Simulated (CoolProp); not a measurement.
Aqueous propylene glycol as a coolant, 40 % by mass, freezing at -20.6 °C, 1 atm.

Values from CoolProp's Melinder's fits for secondary coolants.

```tsv
T (°C)	Prandtl number	viscosity (mPa s)	cp (kJ/(kg K))	density (kg/m³)
-17.4	358	37.7	3.584	1049
-11.6	235	24.8	3.603	1047
-5.9	160	17.0	3.622	1045
-0.2	113	12.0	3.641	1042
5.5	81.8	8.74	3.660	1040
11.2	60.9	6.54	3.678	1037
17	46.3	4.99	3.697	1034
22.7	36.2	3.92	3.715	1031
28.4	29.0	3.15	3.734	1027
34.1	23.7	2.58	3.752	1024
```
